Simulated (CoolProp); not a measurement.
n-perfluoropentane along the isotherm 427.5 K: fugacity coefficient from the reference equation and from simpler models built on Tc = 421.0 K, pc = 2.063 MPa, ω = 0.436; each cubic takes its own stable root.

Values from CoolProp's reference Helmholtz-energy equation of state, Gao 2022.

```json
[
 {"p (MPa)": "0.0163", "phase": "gas", "reference": "0.9975"},
 {"p (MPa)": "0.0246", "phase": "gas", "reference": "0.9962"},
 {"p (MPa)": "0.0371", "phase": "gas", "reference": "0.9942"},
 {"p (MPa)": "0.056", "phase": "gas", "reference": "0.9913"},
 {"p (MPa)": "0.0845", "phase": "gas", "reference": "0.9869"},
 {"p (MPa)": "0.127", "phase": "gas", "reference": "0.9803"},
 {"p (MPa)": "0.192", "phase": "gas", "reference": "0.9702"},
 {"p (MPa)": "0.29", "phase": "gas", "reference": "0.9551"},
 {"p (MPa)": "0.438", "phase": "gas", "reference": "0.9324"},
 {"p (MPa)": "0.66", "phase": "gas", "reference": "0.8985"},
 {"p (MPa)": "0.996", "phase": "gas", "reference": "0.8474"},
 {"p (MPa)": "1.5", "phase": "gas", "reference": "0.7708"},
 {"p (MPa)": "2.27", "phase": "supercritical", "reference": "0.6472"},
 {"p (MPa)": "3.42", "phase": "supercritical", "reference": "0.4778"},
 {"p (MPa)": "5.16", "phase": "supercritical", "reference": "0.3614"}
]
```

### Question
How far does each simpler model (van der Waals, Soave-Redlich-Kwong) lie from the reference over these 15 states: mean and median of the absolute difference, and the worst?

### Answer
- van der Waals: mean 2.1 %, median 0.5 %, worst +12.8 % at 427.5 K and 5.16 MPa
- Soave-Redlich-Kwong: mean 0.7 %, median 0.0 %, worst +5.5 % at 427.5 K and 5.16 MPa
